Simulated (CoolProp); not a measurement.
Aqueous lithium chloride as a coolant, 11 % by mass, freezing at -14.0 °C, 1 atm.

Values from CoolProp's Melinder's fits for secondary coolants.

| T (°C) | viscosity (mPa s) | density (kg/m³) | Prandtl number | conductivity (W/(m K)) |
|---|---|---|---|---|
| -12.1 | 3.86 | 1067 | 26.2 | 0.523 |
| -6.3 | 3.09 | 1066 | 20.7 | 0.531 |
| -0.6 | 2.55 | 1066 | 16.9 | 0.540 |
| 5.2 | 2.14 | 1065 | 14.0 | 0.549 |
| 11 | 1.82 | 1064 | 11.8 | 0.558 |
| 16.8 | 1.58 | 1062 | 10.1 | 0.567 |
| 22.6 | 1.38 | 1061 | 8.72 | 0.575 |
| 28.3 | 1.22 | 1059 | 7.63 | 0.584 |
| 34.1 | 1.08 | 1058 | 6.69 | 0.592 |
